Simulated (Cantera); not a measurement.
An adiabatic, constant-volume homogeneous reactor starts with C3H8 : O2 : N2 = 1 : 5.49 : 16.5 (molar parts), at 1348 K and 233 Torr. Integrator tolerance rtol = 1e-08.

Model: GRI-Mech 3.0 (53 species, 325 reactions), integrated in Cantera. GRI-Mech 3.0 was tuned for natural gas; its chemistry of propane as a main component is partial and can be far from experiment.

### Question
What does this change do: C3H8 1 to 0.49 parts?

### Answer
```json
[
 {"quantity": "time of steepest temperature rise", "before": "0.699 ms", "after": "0.654 ms"},
 {"quantity": "temperature at 0.700 s", "before": "2836 K", "after": "2513 K"},
 {"quantity": "equilibrium temperature", "before": "2836 K", "after": "2513 K"},
 {"quantity": "x(C3H8) at 0.700 s", "before": "<1e-12 (gas-phase equilibrium <1e-12)", "after": "<1e-12 (gas-phase equilibrium <1e-12)"},
 {"quantity": "x(O2) at 0.700 s", "before": "0.0394 (gas-phase equilibrium 0.0394)", "after": "0.121 (gas-phase equilibrium 0.121)"},
 {"quantity": "x(NO) at 0.700 s", "before": "0.0151 (gas-phase equilibrium 0.0151)", "after": "0.0169 (gas-phase equilibrium 0.0169)"},
 {"quantity": "x(C2H4) at 0.700 s", "before": "<1e-12 (gas-phase equilibrium <1e-12)", "after": "<1e-12 (gas-phase equilibrium <1e-12)"},
 {"quantity": "x(O) at 0.700 s", "before": "0.0146 (gas-phase equilibrium 0.0146)", "after": "0.00699 (gas-phase equilibrium 0.00699)"},
 {"quantity": "x(H2O2) at 0.700 s", "before": "2.65e-7 (gas-phase equilibrium 2.65e-7)", "after": "1.47e-7 (gas-phase equilibrium 1.47e-7)"}
]
```
